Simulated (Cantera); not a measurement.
An isothermal, constant-pressure homogeneous reactor starts with 5.26 % C₂H₆, 94.7 % N₂, at 1200 K and 10.00 Torr.

Model: GRI-Mech 3.0 (53 species, 325 reactions), integrated in Cantera. GRI-Mech 3.0 stops at C3 and has no aromatics, soot or wall deposition, so with more carbon than oxygen in the feed, carbon stays in small species such as C2H2 where larger ones or solid carbon would form. Radical loss at walls, strong at low pressure, is not modelled.

Question: Predict: x(C₂H₆) at 10.0 s; x(HCN) at 10.0 s; x(H₂) at 10.0 s; x(C₂H₄) at 10.0 s; x(H) at 10.0 s.

Answer: 
```
Quantity                                             Value
-----------------  ---------------------------------------
x(C₂H₆) at 10.0 s  4.22e-6 (gas-phase equilibrium 5.94e-8)
x(HCN) at 10.0 s    1.96e-9 (gas-phase equilibrium 0.0482)
x(H₂) at 10.0 s      0.0626 (gas-phase equilibrium 0.0912)
x(C₂H₄) at 10.0 s  0.0192 (gas-phase equilibrium 0.000322)
x(H) at 10.0 s     5.25e-7 (gas-phase equilibrium 5.20e-7)
```
